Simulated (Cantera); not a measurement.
## SiCl4 + H2 + HCl (chlorosilane synthesis and conversion)

Input: 1 mol SiCl4, 0.95 mol H2, 4.2 mol HCl, at 975 K and 0.100 bar.

Equilibrium computed with Cantera from the NASA thermochemical tables; the gas is ideal and each condensed phase is pure. Candidate condensed phases: Si; 19 gas species. The tables' values for SiCl3 are old estimates; treat these amounts as uncertain. Equilibrium is a limit: real reactors are often held back by kinetics, nucleation or transport.

The x(HCl) is 0.683 and the x(SiCl4) comes out as 0.162. The x(H2) is 0.154 and the x(SiHCl3) is 0.000210. The x(SiCl3) is 2.11e-5 and the gas amount is 6.150 mol. The log10 activity of Si(s) (absent) comes out as -7.80.
